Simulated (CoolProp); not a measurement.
The fluid at 293.15 K and 0.0574 MPa is compressed adiabatically to 0.255 MPa with isentropic efficiency 1. The same conditions are run with several fluids, on thermodynamics alone (safety and materials aside).

Model: reference Helmholtz-energy equation of state of each fluid (R245ca: Zhou 2016; c-C4F8 (RC318): Platzer 1990; vinyl chloride: Thol 2022; R143a: Lemmon and Jacobsen 2000; R1336mzz(E): Akasaka 2023), in CoolProp. The equations of Platzer and Polt are older, rougher fits.

Q: Rank R245ca, c-C4F8 (RC318), vinyl chloride, R143a, R1336mzz(E) by work (kJ/kg), highest first.

A: vinyl chloride (64.1), R143a (46.1), R245ca (27.4), R1336mzz(E) (22.2), c-C4F8 (RC318) (18.3)

```csv
fluid,final temperature (K),final density (kg/m³)
R245ca,327.2,13.6
c-C4F8 (RC318),318.8,20.5
vinyl chloride,365.7,5.37
R143a,342.8,7.72
R1336mzz(E),324.0,16.8
```
